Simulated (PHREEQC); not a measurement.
Consider water at 25 °C with 0.017 mol/kgw K2HPO4, 7.2e-05 mol/kgw NaBr and 0.05 mol/kgw Cu(NO3)2. Closed to the air; pH follows from the charge balance.

All values are PHREEQC results (ion-association model, wateq4f.dat), not measurements.

No solid was allowed to form.

Question: What pH does the model give?

Answer: pH 5.80.

Question: In which forms is P present?

Answer: H2PO4- 91 %, HPO4-2 8.4 % of the P.

Saturation is exceeded, for instance for Cu3(PO4)2:3H2O, Cu2(OH)3NO3; the values hold only as long as no solid forms. Species that the database lacks are ignored. H3PO4, which wateq4f.dat lacks, is added to it with the constant of phreeqc.dat. The database has no phosphate complexes of Cu.
